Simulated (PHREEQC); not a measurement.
A solution holds 0.0069 mol CdCl2, 0.088 mol H3BO3 and 0.00037 mol H2SO4 per kg of water, at 25 °C. Closed to the air; pH follows from the charge balance.

Computed with PHREEQC (ion-association model, phreeqc.dat).

```yaml
pH: 3.18
ionic_strength: 0.0159 mol/kgw
total_alkalinity: -0.740 meq/kg
```

```csv
species,molality,activity,log γ
H3BO3,0.0880,0.0883,0.002
Cl-,0.0110,0.00969,-0.056
Cd+2,0.00410,0.00248,-0.219
CdCl+,0.00260,0.00229,-0.055
H+,0.000729,0.000655,-0.047
SO4-2,0.000250,0.000153,-0.214
CdSO4,0.000109,0.000109,0.002
CdCl2,9.23e-5,9.26e-5,0.002
HSO4-,1.10e-5,9.72e-6,-0.055
CdCl3-,6.42e-7,5.66e-7,-0.055
Cd(SO4)2-2,3.02e-7,1.83e-7,-0.219
H2BO3-,8.81e-8,7.76e-8,-0.055
CdOHCl,1.44e-9,1.44e-9,0.002
```

This is a speciation only: nothing precipitates in the calculation.
